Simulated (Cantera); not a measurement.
Charge: 1 mol BN, 4.3 mol H₂, at 5.20 Pa.

Cantera equilibrium calculation (NASA polynomials, part measured and part estimated; ideal gas, pure solids and liquids). Candidate condensed phases: B, BN; 15 gas species. Mutual solubility and eutectic melting of coexisting phases are not modelled. Rates play no part.

Q: What share of the B ends up in condensed phases as a function of T (K), at 1800, 1950, 2100, 2250, 2400, 2550, 2700, 2850?

A: 
| T (K) | B condensed (%) | as |
|---|---|---|
| 1800 | 99.9 | B(s) + BN(s) |
| 1950 | 99.3 | B(s) |
| 2100 | 92.4 | B(s) |
| 2250 | 20.0 | B(s) |
| 2400 | 0.0 | - |
| 2550 | 0.0 | - |
| 2700 | 0.0 | - |
| 2850 | 0.0 | - |
